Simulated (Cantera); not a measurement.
A counterflow diffusion flame at 0.582 atm, nozzles 20 mm apart: fuel side 100 % C₃H₈ at 573 K, oxidiser side 17.0 % O₂, 83.0 % N₂ at 800 K, fuel mass flux 1.6 times the oxidiser's; mixture-averaged transport, no radiation.

Model: GRI-Mech 3.0 (53 species, 325 reactions), integrated in Cantera. GRI-Mech 3.0 was tuned for natural gas; its chemistry of propane as a main component is partial and can be far from experiment. GRI-Mech 3.0 has no aromatics or soot, which form on the fuel side of real flames. The maximum strain rate includes the flame's own expansion and is several times the mean.

x: mole fraction; the columns are a selection and need not sum to one.

| oxidiser flux (kg/m²/s) | max strain (1/s) | mean strain (1/s) | T max (K) | peak x OH | peak x H | peak x NO | peak x CO | peak x C₂H₂ |
|---|---|---|---|---|---|---|---|---|
| 0.15 | 261 | 51.4 | 1998 | 0.00678 | 0.00583 | 0.000228 | 0.0608 | 0.0383 |
| 0.21 | 358 | 72.0 | 1978 | 0.00665 | 0.00611 | 0.000205 | 0.0606 | 0.0363 |
| 0.29 | 484 | 99.5 | 1962 | 0.00654 | 0.00639 | 0.000183 | 0.0609 | 0.0346 |
| 0.4 | 652 | 137 | 1940 | 0.00632 | 0.00659 | 0.000157 | 0.0613 | 0.0323 |
| 0.56 | ? | 192 | 1916 | 0.00605 | 0.00672 | ? | 0.0622 | ? |
| 0.78 | 1210 | 268 | 1887 | 0.00567 | 0.00669 | 9.78e-5 | 0.0637 | 0.0263 |
| 1.1 | 1670 | 377 | 1848 | 0.00513 | 0.00645 | 6.62e-5 | 0.0659 | 0.0222 |
| 1.5 | 2230 | 514 | 1801 | 0.00445 | 0.00588 | 3.88e-5 | 0.0683 | 0.0174 |
| 2.1 | ? | 720 | 1703 | ? | ? | ? | 0.0694 | ? |

Question: Fill in the missing entries.

Answer: 
- 0.56, max strain (1/s): 890
- 0.56, peak x NO: 0.000128
- 0.56, peak x C₂H₂: 0.0297
- 2.1, max strain (1/s): 3000
- 2.1, peak x OH: 0.00314
- 2.1, peak x H: 0.00422
- 2.1, peak x NO: 1.06e-5
- 2.1, peak x C₂H₂: 0.00927
